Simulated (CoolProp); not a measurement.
Vapour pressure (MPa) of o-xylene: the reference equation beside estimates from Tc = 630.3 K, pc = 3.737 MPa, ω = 0.312. Clausius-Clapeyron is anchored at 328.9 K with a constant enthalpy of vaporisation of 41.69 kJ/mol.

The numbers come from the reference Helmholtz-energy equation of state, Zhou 2012 in CoolProp.

| T (K) | reference | Lee-Kesler | Clausius-Clapeyron | van der Waals | Redlich-Kwong | Soave-Redlich-Kwong | Peng-Robinson |
|---|---|---|---|---|---|---|---|
| 328.9 | 0.004487 | 0.004171 | 0.004487 | ? | 0.01498 | 0.004276 | 0.004574 |
| 336.8 | 0.006419 | 0.006007 | 0.006416 | 0.1608 | 0.02027 | 0.006141 | 0.006514 |
| 344.7 | 0.009004 | 0.008482 | 0.009025 | 0.1861 | 0.02696 | 0.008649 | 0.009103 |
| 352.7 | 0.01246 | 0.01181 | 0.01255 | 0.2145 | 0.03539 | 0.01201 | 0.01255 |
| 360.6 | 0.01688 | 0.01610 | 0.01714 | 0.2454 | 0.04562 | 0.01633 | 0.01696 |
| 368.5 | 0.02251 | 0.02161 | 0.02309 | 0.2792 | 0.05802 | 0.02187 | 0.02258 |
| 376.4 | 0.02961 | 0.02859 | 0.03073 | 0.3161 | 0.07287 | 0.02886 | 0.02963 |
| 384.4 | 0.03854 | ? | 0.04054 | 0.3566 | 0.09071 | 0.03771 | 0.03852 |
| 392.3 | 0.04940 | 0.04821 | 0.05272 | 0.4000 | 0.1114 | 0.04848 | 0.04931 |
| 400.2 | 0.06258 | 0.06137 | 0.06785 | 0.4469 | 0.1355 | 0.06161 | 0.06241 |
| 408.1 | 0.07843 | 0.07725 | 0.08648 | 0.4973 | 0.1632 | 0.07744 | 0.07816 |
| 416.1 | 0.09757 | 0.09650 | 0.1095 | 0.5520 | ? | ? | 0.09720 |
| 424 | 0.1199 | 0.1190 | 0.1371 | 0.6099 | 0.2316 | 0.1191 | 0.1194 |
| 431.9 | 0.1461 | 0.1455 | 0.1702 | 0.6716 | 0.2724 | 0.1455 | 0.1455 |

Task: What belongs in the gaps?

Result: 
- 328.9, van der Waals: 0.1380
- 384.4, Lee-Kesler: 0.03742
- 416.1, Redlich-Kwong: 0.1954
- 416.1, Soave-Redlich-Kwong: 0.09663

Absolute difference from the reference over all 14 rows, mean and median: Lee-Kesler 3.4 and 3.2 %, Clausius-Clapeyron 5.9 and 4.5 %, van der Waals 1167.7 and 896.4 %, Redlich-Kwong 148.0 and 140.7 %, Soave-Redlich-Kwong 2.4 and 2.3 %, Peng-Robinson 0.6 and 0.4 %.
